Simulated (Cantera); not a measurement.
An adiabatic, constant-pressure homogeneous reactor starts with 3.67 % CH4, 2.64 % CO, 19.6 % O2, 74.0 % N2, at 1400 K and 225 Torr.

Cantera simulation using GRI-Mech 3.0 (53 species, 325 reactions); the numbers are that mechanism's predictions, not measurements.

Q: Predict: time of steepest temperature rise; temperature at 5.00 s; equilibrium temperature; x(CO) at 5.00 s; x(O2) at 5.00 s; x(N2O) at 5.00 s; x(OH) at 5.00 s; x(H) at 5.00 s.

A: 
```
Item                                                                  Result
---------------------------------  -----------------------------------------
time of steepest temperature rise                                    5.44 ms
temperature at 5.00 s                                                 2273 K
equilibrium temperature                                               2273 K
x(CO) at 5.00 s                      0.00334 (gas-phase equilibrium 0.00334)
x(O2) at 5.00 s                          0.105 (gas-phase equilibrium 0.105)
x(N2O) at 5.00 s                     3.01e-7 (gas-phase equilibrium 3.01e-7)
x(OH) at 5.00 s                      0.00630 (gas-phase equilibrium 0.00630)
x(H) at 5.00 s                     0.000409 (gas-phase equilibrium 0.000409)
```
